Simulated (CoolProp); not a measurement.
Vapour-liquid equilibrium of R134a (1) + R227EA (2) at -72.65 °C; x and y are mole fractions of (1).

The numbers come from the multi-fluid Helmholtz-energy mixture model, Tillner-Roth 1994 and Lemmon 2016; pair parameters Bell 2016 in CoolProp.

```
x     bubble pressure, mixture model (MPa)  bubble pressure, Raoult's law (MPa)  y, mixture model  y, Raoult's law
----  ------------------------------------  -----------------------------------  ----------------  ---------------
0.05                              0.004008                             0.003920             0.103            0.084
0.2                               0.004617                             0.004336             0.338            0.302
0.35                              0.005130                             0.004752             0.506            0.483
0.5                               0.005560                             0.005169             0.637            0.634
0.65                              0.005923                             0.005585             0.749            0.763
0.8                               0.006230                             0.006001             0.853            0.874
0.95                              0.006484                             0.006417             0.961            0.971
```

The largest gap from Raoult's law is +8.0 % in bubble pressure, at x = 0.35. No azeotrope shows between x = 0.05 and 0.95.

The pair parameters rest on a limited set of measurements; away from them the model extrapolates.
